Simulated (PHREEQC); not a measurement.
# Brine: an equilibrium model

Consider water at 25 °C with 1 mol/kgw NaBr, 0.57 mol/kgw Na2SO4 and 3.8e-05 mol/kgw H4SiO4. Closed to the air; pH follows from the charge balance.

Computed with PHREEQC (Pitzer model, pitzer.dat).

This is a speciation only: nothing precipitates in the calculation.

Question: What pH, osmotic coefficient does the model give?

Answer: pH 7.04; osmotic coefficient 0.842.

Species that the database lacks are ignored. In brines, pH and single-ion activities rest on the MacInnes convention.
